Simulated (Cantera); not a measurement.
Mixture: CO : H2 : O2 : N2 = 1 : 0.9 : 2.32 : 8.71 (molar parts), at 9.87 atm, adiabatic and at constant volume. Ignition delay is the time to a rise of 400 K.

Computed with Cantera and GRI-Mech 3.0 (53 species, 325 reactions). The hydrogen kinetics of GRI-Mech 3.0 are dated; newer H2 mechanisms differ, most at raised pressure. Below about 950 K walls govern HO2 and H2O2 in real vessels.

**Question.** What does this change do: 0.19 parts CO2 added?

**Answer.** 
```tsv
quantity	before	after
delay at 925 K	51.3 ms	52.6 ms
delay at 1125 K	0.336 ms	0.354 ms
delay at 1325 K	6.01 µs	6.22 µs
delay at 1525 K	2.31 µs	2.37 µs
```
